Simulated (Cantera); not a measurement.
A closed system holds: 1 mol Si, 8.6 mol HF, 0.25 mol H2, at 600 K and 13.3 mbar.

Cantera equilibrium calculation (NASA polynomials, part measured and part estimated; ideal gas, pure solids and liquids). Candidate condensed phases: Si; 25 gas species. Equilibrium is a limit: real reactors are often held back by kinetics, nucleation or transport.

Base state: HF 0.586, H2 0.287, SiF4 0.127 (mole fractions); condensed: gas only.

What changes in the equilibrium state with this change: 1.3 mol O2 added?


```
species  before   after
-------  ------  ------
HF        0.586   0.573
H2O           0   0.280
SiF4      0.127   0.125
H2        0.287   <1e-9
O2            0  0.0218
```
Further candidate phases: H2O, SiO2.
